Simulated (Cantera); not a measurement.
**Diamond growth**

A diamond (100) surface in a fixed gas of H2 with x(CH4) = 0.002, x(H) = 0.0024, x(CH3) = 0.0001, 5500 Pa; coverages are run to steady state.

Computed with Cantera and the Harris–Goodwin 1993 mechanism for the reconstructed diamond (100) surface.

| T (K) | growth (µm/h) | θ c6HH | θ c6H* | θ c6*H | θ c6** | θ c6HM |
|---|---|---|---|---|---|---|
| 900 | 1.64 | 0.664 | 0.0100 | 0.281 | 0.00413 | 0.0334 |
| 950 | 2.15 | 0.622 | 0.0136 | 0.323 | 0.00630 | 0.0264 |
| 1000 | 2.61 | 0.582 | 0.0178 | 0.363 | 0.00914 | 0.0204 |
| 1050 | 2.82 | 0.544 | 0.0224 | 0.400 | 0.0127 | 0.0144 |
| 1100 | 2.52 | 0.509 | 0.0274 | 0.433 | 0.0169 | 0.00864 |
| 1150 | 1.84 | 0.477 | 0.0326 | 0.462 | 0.0217 | 0.00415 |
| 1200 | 1.24 | 0.447 | 0.0379 | 0.485 | 0.0269 | 0.00169 |
| 1250 | 0.937 | 0.421 | 0.0431 | 0.502 | 0.0322 | 0.000645 |
| 1300 | 0.840 | 0.397 | 0.0483 | 0.516 | 0.0376 | 0.000243 |
| 1350 | 0.809 | 0.378 | 0.0533 | 0.525 | 0.0428 | 9.18e-5 |
| 1400 | 0.711 | 0.362 | 0.0581 | 0.532 | 0.0476 | 3.46e-5 |
θ: site fractions in the mechanism's names (c6HH fully hydrogenated, c6H* and c6*H radical sites, c6** diradical, c6HM methylated).
